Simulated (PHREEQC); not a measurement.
Dissolve 0.02 mol/kgw NH4Cl, 0.16 mol/kgw NH3 and 0.028 mol/kgw KCl at 85 °C. Closed to the air; pH follows from the charge balance.

Computed with PHREEQC (ion-association model, phreeqc.dat).

```
Item                           Value
--------------------  --------------
pH                              8.73
ionic strength        0.0482 mol/kgw
specific conductance     16600 µS/cm
total alkalinity          160 meq/kg
```

```
species  molality  activity   log γ
-------  --------  --------  ------
NH3         0.160     0.162   0.005
Cl-        0.0480    0.0382  -0.099
K+         0.0280    0.0222  -0.100
NH4+       0.0202    0.0158  -0.107
OH-      0.000218  0.000173  -0.101
H+        2.20e-9   1.84e-9  -0.076
```

No solid was allowed to form. Constants without temperature data keep their 25 °C values here.
